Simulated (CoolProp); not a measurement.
Vapour pressure (MPa) of R115: the reference equation beside estimates from Tc = 80.0 °C, pc = 3.129 MPa, ω = 0.248. Clausius-Clapeyron is anchored at -86.05 °C with a constant enthalpy of vaporisation of 21.85 kJ/mol.

Model: reference Helmholtz-energy equation of state, Lemmon 2016, in CoolProp.

| T (°C) | reference | Lee-Kesler | Clausius-Clapeyron | van der Waals | Redlich-Kwong | Soave-Redlich-Kwong | Peng-Robinson |
|---|---|---|---|---|---|---|---|
| -93.45 | 0.003702 | 0.003537 | 0.003731 | … | 0.009000 | 0.003626 | 0.003885 |
| -86.05 | 0.006653 | 0.006387 | 0.006653 | 0.1275 | 0.01526 | 0.006522 | 0.006893 |
| -78.55 | 0.01143 | 0.01103 | 0.01143 | 0.1634 | 0.02474 | 0.01122 | 0.01172 |
| -71.15 | 0.01860 | 0.01806 | 0.01875 | 0.2053 | 0.03814 | 0.01830 | … |
| -63.75 | 0.02909 | 0.02841 | … | 0.2540 | 0.05661 | 0.02868 | … |
| -56.25 | 0.04412 | 0.04335 | 0.04584 | 0.3109 | … | 0.04361 | 0.04436 |
| -48.85 | 0.06447 | … | 0.06837 | 0.3750 | 0.1138 | 0.06390 | 0.06458 |
| -41.45 | 0.09160 | 0.09090 | 0.09941 | 0.4473 | 0.1547 | 0.09103 | 0.09150 |
| -33.95 | 0.1275 | 0.1270 | 0.1419 | 0.5295 | 0.2062 | 0.1270 | 0.1271 |
| -26.55 | 0.1727 | 0.1726 | 0.1973 | 0.6199 | 0.2683 | 0.1725 | 0.1720 |

Question: Fill in the missing entries.

Answer: 
- -93.45, van der Waals: 0.09792
- -71.15, Peng-Robinson: 0.01892
- -63.75, Clausius-Clapeyron: 0.02970
- -63.75, Peng-Robinson: 0.02939
- -56.25, Redlich-Kwong: 0.08167
- -48.85, Lee-Kesler: 0.06368

Absolute difference from the reference over all 10 rows, mean and median: Lee-Kesler 2.1 and 2.0 %, Clausius-Clapeyron 4.8 and 3.0 %, van der Waals 951.7 and 688.9 %, Redlich-Kwong 93.6 and 89.9 %, Soave-Redlich-Kwong 1.2 and 1.3 %, Peng-Robinson 1.5 and 0.8 %.
